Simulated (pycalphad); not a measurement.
All values are pycalphad results on the COST 507 light-alloy database (1999) (1 atm), not direct measurements. The database dates from 1999; later assessments differ in places, in temperatures and in the compounds included. Amounts are mole fractions of atoms.

Give the equilibrium state of Si-0.9677Cu (wt.%) at 770 K.


```
T = 770.00 K, P = 101325 Pa, N = 1 mol of atoms
G = -20313 J/mol, H = 11033 J/mol, S = 40.71 J/(mol K)  (SER reference)
chemical potentials (J/mol): Si -20243, Cu -36454
phase             fraction      x(Si)      x(Cu)
DIAMOND_A4          0.9943     1.0000       none
CU19SI6_ETA         0.0057     0.2400     0.7600
```

Give the equilibrium state of Si-0.9677Cu (wt.%) at 1450 K.

diamond (Si), fraction 0.988, with no Cu wt.%; liquid, fraction 0.012, with 56.1 Cu wt.%.

Database names, with the compositions (at.%) that they take in these runs: CU19SI6_ETA: Cu 76 Si 24. DIAMOND_A4 is diamond (Si). An entry "none" or "no" means that the model of the phase leaves that element out.
